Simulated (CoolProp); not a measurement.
Model: reference Helmholtz-energy equation of state, Wu 2012, in CoolProp.

### Question
For fluoroethane (R161), give the phase and the cp (kJ/(kg K)), cv (kJ/(kg K)), speed of sound (m/s), Joule-Thomson coefficient (K/MPa) at 331 K and 50 bar; 179 K and 7.58 bar.

### Answer
- 331 K and 50 bar: liquid; cp 2.46, cv 1.53, speed of sound 517, Joule-Thomson coefficient 0.225
- 179 K and 7.58 bar: liquid; cp 1.96, cv 1.40, speed of sound 1450, Joule-Thomson coefficient -0.424
